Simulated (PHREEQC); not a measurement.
Solution (25 °C): 0.0024 mol H2SO4, 0.22 mol ZnSO4 and 0.0025 mol MnSO4 per kg of water. Closed to the air; pH follows from the charge balance.

All values are PHREEQC results (ion-association model, phreeqc.dat), not measurements.

```json
[
 {"quantity": "pH", "before": "2.84", "after": "3.01"},
 {"quantity": "ionic strength (mol/kgw)", "before": "0.430", "after": "0.420"},
 {"quantity": "SO4-2 (mol/kgw)", "before": "0.0697", "after": "0.0703"},
 {"quantity": "HSO4- (mol/kgw)", "before": "0.00292", "after": "0.00351"},
 {"quantity": "Mn+2 (mol/kgw)", "before": "0.00153", "after": "0.00131"},
 {"quantity": "MnSO4 (mol/kgw)", "before": "0.000974", "after": "0.00119"}
]
```

Question: Which change was made?
A) H2SO4 from 0.0024 to 0.00216 mol/kgw
B) MnSO4 from 0.0025 to 0.00125 mol/kgw
C) 0.0071 mol/kgw HF added
D) H2SO4 from 0.0024 to 0.012 mol/kgw
E) temperature from 25 to 50 °C

Answer: E, temperature from 25 to 50 °C

No solid was allowed to form. Away from 25 °C the constants follow the database's enthalpies or fits; those with neither stay at their 25 °C values.
